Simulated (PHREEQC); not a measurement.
## Reverse-osmosis permeate: speciation

Model water analysis in mg/L, 25 °C, pH 5.68, pe 11.1: Na 2.32; K 1.53; Ca 2.1; Mg 0.68; Cl 2.68; S(6) as SO4 4.27; Alkalinity as HCO3 8.6; Zn 0.117; Cd 0.23.

Valence states are taken as typed.

All values are PHREEQC results (ion-association model, phreeqc.dat), not measurements.

Each row changes one thing in this solution. This is a speciation only: nothing precipitates in the calculation.

| case | CO2 (mol/kgw) | HCO3- (mol/kgw) | CaSO4 (mol/kgw) | MgSO4 (mol/kgw) | CaHCO3+ (mol/kgw) | MgHCO3+ (mol/kgw) | SI of Otavite (CdCO3) | SI of Gypsum (CaSO4:2H2O) |
|---|---|---|---|---|---|---|---|---|
| as made | 0.000656 | 0.000143 | 3.35e-7 | 2.35e-7 | 8.62e-8 | 4.21e-8 | -2.14 | -4.14 |
| Mg from 0.68 to 0.34 mg/L | 0.000656 | 0.000143 | 3.38e-7 | 1.19e-7 | 8.65e-8 | 2.11e-8 | -2.14 | -4.14 |
| pH from 5.68 to 5.5 at the same alkalinity | 0.001000 | 0.000144 | 3.35e-7 | 2.35e-7 | 8.69e-8 | 4.25e-8 | -2.32 | -4.14 |
| temperature from 25 to 20 °C at the same typed pH | 0.000703 | 0.000143 | 3.23e-7 | 2.07e-7 | 7.93e-8 | 4.14e-8 | -2.19 | -4.14 |
| all concentrations times 3 at the same typed pH | 0.00191 | 0.000424 | 2.56e-6 | 1.79e-6 | 7.10e-7 | 3.46e-7 | -1.24 | -3.26 |

Complexes and solids missing from the database can't appear.
